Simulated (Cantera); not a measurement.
An isothermal, constant-pressure homogeneous reactor starts with NO : N₂ = 1 : 0.26 (molar parts), at 1498 K and 0.681 atm.

Detailed kinetics in Cantera: GRI-Mech 3.0 (53 species, 325 reactions).

Question: Predict: x(NO) at 100 s; x(N₂) at 100 s; x(O₂) at 100 s; x(N₂O) at 100 s; x(O) at 100 s; x(NO₂) at 100 s.

Answer: x(NO) at 100 s: 0.397 (gas-phase equilibrium 0.00146)
x(N₂) at 100 s: 0.404 (gas-phase equilibrium 0.602)
x(O₂) at 100 s: 0.197 (gas-phase equilibrium 0.396)
x(N₂O) at 100 s: 5.10e-5 (gas-phase equilibrium 6.52e-8)
x(O) at 100 s: 2.14e-6 (gas-phase equilibrium 3.01e-6)
x(NO₂) at 100 s: 0.00172 (gas-phase equilibrium 8.96e-6)
